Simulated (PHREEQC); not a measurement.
Consider water at 45 °C with 0.00062 mol PbCl2 per kg of water. Closed to the air; pH follows from the charge balance.

Model: ion-association model, wateq4f.dat, run in PHREEQC.

```
Property                 Result
--------------  ---------------
pH                         5.51
ionic strength  0.00178 mol/kgw
```

| species | molality | activity | log γ |
|---|---|---|---|
| Cl- | 0.00120 | 0.00115 | -0.021 |
| Pb+2 | 0.000580 | 0.000478 | -0.085 |
| PbCl+ | 3.64e-5 | 3.47e-5 | -0.021 |
| H+ | 3.23e-6 | 3.09e-6 | -0.020 |
| PbOH+ | 3.17e-6 | 3.02e-6 | -0.021 |
| Pb2OH+3 | 5.00e-8 | 3.22e-8 | -0.190 |
| PbCl2 | 4.43e-8 | 4.44e-8 | 0.000 |
| OH- | 1.34e-8 | 1.27e-8 | -0.021 |

This is a speciation only: nothing precipitates in the calculation. Examples of supersaturated solids here: Pb(OH)2. Others may be too. At this temperature some constants are extrapolated from 25 °C, and those without enthalpy data are left unchanged.
